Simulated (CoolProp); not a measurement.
Tetradecamethylhexasiloxane (MD4M) along the isobar 0.61 MPa: Z from the reference equation and from simpler models built on Tc = 380.0 °C, pc = 0.8286 MPa, ω = 0.800; each cubic takes its own stable root.

Computed with CoolProp (reference Helmholtz-energy equation of state, Thol 2019).

```json
[
 {"T (°C)": "160.75", "phase": "liquid", "reference": "0.1029", "van der Waals": "0.1848", "Redlich-Kwong": "0.1276", "Soave-Redlich-Kwong": "?"},
 {"T (°C)": "174.85", "phase": "liquid", "reference": "?", "van der Waals": "0.1819", "Redlich-Kwong": "0.1261", "Soave-Redlich-Kwong": "0.1141"},
 {"T (°C)": "188.95", "phase": "liquid", "reference": "0.1006", "van der Waals": "0.1794", "Redlich-Kwong": "0.1248", "Soave-Redlich-Kwong": "0.1126"},
 {"T (°C)": "203.05", "phase": "liquid", "reference": "0.09970", "van der Waals": "0.1773", "Redlich-Kwong": "0.1239", "Soave-Redlich-Kwong": "0.1113"},
 {"T (°C)": "217.15", "phase": "liquid", "reference": "0.09903", "van der Waals": "0.1755", "Redlich-Kwong": "0.1233", "Soave-Redlich-Kwong": "0.1104"},
 {"T (°C)": "231.25", "phase": "liquid", "reference": "?", "van der Waals": "0.1743", "Redlich-Kwong": "0.1230", "Soave-Redlich-Kwong": "0.1098"},
 {"T (°C)": "245.35", "phase": "liquid", "reference": "0.09833", "van der Waals": "0.1735", "Redlich-Kwong": "0.1231", "Soave-Redlich-Kwong": "0.1095"},
 {"T (°C)": "259.45", "phase": "liquid", "reference": "0.09835", "van der Waals": "0.1732", "Redlich-Kwong": "0.1237", "Soave-Redlich-Kwong": "0.1097"},
 {"T (°C)": "273.55", "phase": "liquid", "reference": "0.09865", "van der Waals": "0.1736", "Redlich-Kwong": "0.1248", "Soave-Redlich-Kwong": "0.1104"},
 {"T (°C)": "287.65", "phase": "liquid", "reference": "0.09930", "van der Waals": "0.1748", "Redlich-Kwong": "0.1266", "Soave-Redlich-Kwong": "0.1116"},
 {"T (°C)": "301.75", "phase": "liquid", "reference": "0.1004", "van der Waals": "0.1771", "Redlich-Kwong": "0.1293", "Soave-Redlich-Kwong": "0.1137"},
 {"T (°C)": "315.85", "phase": "liquid", "reference": "0.1021", "van der Waals": "?", "Redlich-Kwong": "0.1333", "Soave-Redlich-Kwong": "0.1169"},
 {"T (°C)": "329.95", "phase": "liquid", "reference": "0.1048", "van der Waals": "?", "Redlich-Kwong": "?", "Soave-Redlich-Kwong": "0.1219"}
]
```

**Question.** Fill in the missing entries.

**Answer.** 
- 160.75, Soave-Redlich-Kwong: 0.1160
- 174.85, reference: 0.1016
- 231.25, reference: 0.09857
- 315.85, van der Waals: 0.1812
- 329.95, van der Waals: 0.1887
- 329.95, Redlich-Kwong: 0.1394
